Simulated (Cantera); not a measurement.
Charge: 1 mol V, 9 mol N2O, 30 mol H2, 11 mol H2O, held at 702 °C and 3680 Torr.

Equilibrium computed with Cantera from the NASA thermochemical tables; the gas is ideal and each condensed phase is pure. Candidate condensed phases: H2O, V, VN, VO, V2O3, V2O4, V2O5; 28 gas species. Condensed phases not in the tables: the oxides between V2O3 and V2O5 other than VO2. The numbers say what is thermodynamically allowed, not how fast it happens.

Base state: H2 0.450, H2O 0.370, N2 0.180, NH3 0.000432 (mole fractions); condensed: V2O3(s).

Task: What changes in the equilibrium state with this change: H2 from 30 to 2.7 mol?

Result: 
| species | before | after |
|---|---|---|
| H2O | 0.370 | 0.557 |
| N2 | 0.180 | 0.366 |
| O2 | <1e-9 | 0.0772 |
| H2 | 0.450 | <1e-9 |
| NH3 | 0.000432 | <1e-9 |
| V2O3(s), mol | 0.500 | 0 |
| V2O5(l), mol | 0 | 0.500 |
Gases not in the tables: V4O10.

Task: What changes in the equilibrium state with this change: temperature from 702 °C to 2250 °C?

Result: 
```
species       before    after
------------  ------  -------
H2             0.450    0.444
H2O            0.370    0.364
N2             0.180    0.178
H              <1e-9  0.00837
VO2            <1e-9  0.00315
OH             <1e-9  0.00146
VO             <1e-9  6.22e-5
NO             <1e-9  6.10e-5
O              <1e-9  1.80e-5
V2O3(s), mol   0.500        0
V2O3(l), mol       0    0.419
```
